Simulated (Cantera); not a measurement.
Input: 1 mol trisilylamine, 1 mol NH3, equilibrated at 0.390 bar.

Cantera equilibrium calculation (NASA polynomials, part measured and part estimated; ideal gas, pure solids and liquids). Candidate condensed phases: Si, Si3N4; 18 gas species. The feed counts by its element totals alone. Mutual solubility and eutectic melting of coexisting phases are not modelled. Gases not in the tables: Si2H6 and higher silanes. Kinetics and transport are ignored.

x: gas mole fraction; n: condensed amount in mol.

```json
[
 {"T (°C)": "825", "x H2": "1.00", "x N2": "2.29e-9", "x H": "3.96e-8", "x Si": "<1e-12", "x SiH2": "1.25e-9", "n Si(s)": "1.50", "n Si3N4(s)": "0.500", "n Si(l)": "0"},
 {"T (°C)": "975", "x H2": "1.000", "x N2": "3.06e-7", "x H": "7.48e-7", "x Si": "1.99e-11", "x SiH2": "3.02e-8", "n Si(s)": "1.50", "n Si3N4(s)": "0.500", "n Si(l)": "0"},
 {"T (°C)": "1125", "x H2": "1.000", "x N2": "1.41e-5", "x H": "7.58e-6", "x Si": "2.00e-9", "x SiH2": "3.66e-7", "n Si(s)": "1.50", "n Si3N4(s)": "0.500", "n Si(l)": "0"},
 {"T (°C)": "1275", "x H2": "1.000", "x N2": "0.000303", "x H": "4.93e-5", "x Si": "8.15e-8", "x SiH2": "2.73e-6", "n Si(s)": "1.50", "n Si3N4(s)": "0.499", "n Si(l)": "0"},
 {"T (°C)": "1425", "x H2": "0.996", "x N2": "[?]", "x H": "[?]", "x Si": "[?]", "x SiH2": "[?]", "n Si(s)": "0", "n Si3N4(s)": "0.488", "n Si(l)": "[?]"},
 {"T (°C)": "1575", "x H2": "0.951", "x N2": "[?]", "x H": "[?]", "x Si": "[?]", "x SiH2": "[?]", "n Si(s)": "0", "n Si3N4(s)": "[?]", "n Si(l)": "[?]"},
 {"T (°C)": "1725", "x H2": "0.855", "x N2": "0.143", "x H": "0.00237", "x Si": "0.000109", "x SiH2": "8.97e-5", "n Si(s)": "0", "n Si3N4(s)": "0", "n Si(l)": "3.00"}
]
```

### Question
Complete the blanks.

### Answer

- 1575, x N2: 0.0484
- 1575, x H: 0.000828
- 1575, x Si: 1.61e-5
- 1575, x SiH2: 3.96e-5
- 1575, n Si3N4(s): 0.347
- 1575, n Si(l): 1.96
- 1425, x N2: 0.00386
- 1425, x H: 0.000231
- 1425, x Si: 1.68e-6
- 1425, x SiH2: 1.39e-5
- 1425, n Si(l): 1.53
